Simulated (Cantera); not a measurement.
**Thermodynamics of carbon deposition, reforming and gasification, feed C2H4 + H2O + N2 + H2**

Charge: 1 mol C2H4, 0.069 mol H2O, a varied amount of N2, 47 mol H2, at 1702 °C and 0.133 bar.

Method: chemical equilibrium by Gibbs-energy minimisation in Cantera with the NASA 1993 tables (ideal gas, pure condensed phases). Candidate condensed phases: C, C6H6, C7H8, C8H18, H2O; 136 gas species. Rates play no part.

```csv
n(N2) (mol),log p H2,log p N2,log p HCN,log p H,log p CO,log p C2H2 (acetylene),log p HNC,log p CH4,n C(graphite)
0.17,-0.88,-3.39,-4.01,-3.30,-3.73,-4.07,-5.27,-5.10,1.83
0.31,-0.88,-3.12,-3.87,-3.30,-3.73,-4.07,-5.14,-5.10,1.81
0.55,-0.88,-2.86,-3.75,-3.31,-3.73,-4.07,-5.01,-5.11,1.79
0.97,-0.89,-2.61,-3.62,-3.31,-3.74,-4.07,-4.89,-5.12,1.77
1.7,-0.89,-2.37,-3.51,-3.31,-3.74,-4.08,-4.77,-5.13,1.74
3.1,-0.90,-2.11,-3.38,-3.32,-3.76,-4.09,-4.65,-5.15,1.69
5.5,-0.92,-1.88,-3.28,-3.33,-3.77,-4.11,-4.54,-5.19,1.64
9.7,-0.96,-1.67,-3.19,-3.34,-3.81,-4.14,-4.45,-5.26,1.56
```
log p: log10 of the partial pressure in bar; n: condensed amount in mol.

From 0.17 mol N2 to 9.7 mol N2 the condensed part is C(graphite). The main C-bearing gas is CO at 0.17 mol N2 and HCN at 9.7 mol N2. The share of C in condensed phases is highest at 0.17 mol N2 (91.3 %) and lowest at 9.7 mol N2 (78.1 %).
